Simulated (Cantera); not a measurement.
Charge: 1 mol Al2O3, 0.63 mol H2O, equilibrated at 1125 °C and 2800 Pa.

Equilibrium computed with Cantera from the NASA thermochemical tables; the gas is ideal and each condensed phase is pure. Candidate condensed phases: Al, Al2O3, H2O; 19 gas species. Gases not in the tables: Al(OH)3. Equilibrium is a limit: real reactors are often held back by kinetics, nucleation or transport.

Base state: H2O 1.000, H2 0.000245, O2 0.000114, OH 3.56e-5 (mole fractions); condensed: Al2O3(s).

Question: What changes in the equilibrium state with this change: temperature from 1125 °C to 1827 °C?

Answer: 
| species | before | after |
|---|---|---|
| H2O | 1.000 | 0.941 |
| H2 | 0.000245 | 0.0300 |
| O2 | 0.000114 | 0.0123 |
| OH | 3.56e-5 | 0.0120 |
| O | 5.85e-8 | 0.000923 |
| H | 4.43e-7 | 0.00323 |
| Al2O3(s), mol | 1.00 | 1.000 |
